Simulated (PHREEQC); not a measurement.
Synthetic water in mmol/kgw, 70 °C, pH 6.84, pe 10.8:

| constituent | mmol/kgw |
|---|---|
| Na | 90.6 |
| K | 15.7 |
| Ca | 2.74 |
| Mg | 4.17 |
| Cl | 90 |
| S(6) | 13.5 |
| Alkalinity (meq/kgw) | 2.79 |
| Cu(2) | 0.0128 |
| Br | 1.03 |
| Si | 0.0513 |
| O(0) (counted as O atoms) | 0.52 |

Valence states are taken as typed.

Model: ion-association model, wateq4f.dat, run in PHREEQC.

This is a speciation only: nothing precipitates in the calculation.

Order these C species by the share of C that they hold, largest first: NaHCO3, HCO3-, CO2, MgHCO3+, CaHCO3+.

HCO3- (78 %), CO2 (17 %), NaHCO3 (2.1 %), MgHCO3+ (1.2 %), CaHCO3+ (0.97 %)

The pH is 6.84 and the ionic strength 0.128 mol/kgw. Examples of supersaturated solids here: Malachite, Atacamite. Others may be too. Away from 25 °C the constants follow the database's enthalpies or fits; those with neither stay at their 25 °C values.
